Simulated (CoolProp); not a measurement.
Vapour-liquid equilibrium of R1234yf (1) + R134a (2) at 293.7 K; x and y are mole fractions of (1).

The numbers come from the multi-fluid Helmholtz-energy mixture model, Lemmon 2022 and Tillner-Roth 1994; pair parameters Bell 2022 in CoolProp.

```
x      bubble pressure (MPa)  y at the bubble point  dew pressure at overall composition x (MPa)  liquid density (mol/L)
-----  ---------------------  ---------------------  -------------------------------------------  ----------------------
0.05                  0.5890                  0.060                                       0.5878                   11.84
0.125                 0.5988                  0.144                                       0.5967                   11.63
0.2                   0.6067                  0.222                                       0.6046                   11.42
0.275                 0.6130                  0.297                                       0.6113                   11.23
0.35                  0.6179                  0.368                                       0.6168                   11.04
0.425                 0.6213                  0.438                                       0.6207                   10.86
0.5                   0.6233                  0.507                                       0.6231                   10.69
0.575                 0.6240                  0.575                                       0.6240                   10.52
0.65                  0.6233                  0.644                                       0.6232                   10.36
0.725                 0.6213                  0.715                                       0.6209                   10.21
0.8                   0.6179                  0.788                                       0.6172                   10.07
0.875                 0.6130                  0.864                                       0.6122                   9.930
0.95                  0.6066                  0.944                                       0.6060                   9.798
```

y crosses x between x = 0.575 and 0.65: the model has an azeotrope there.

The pair parameters rest on a limited set of measurements; away from them the model extrapolates.
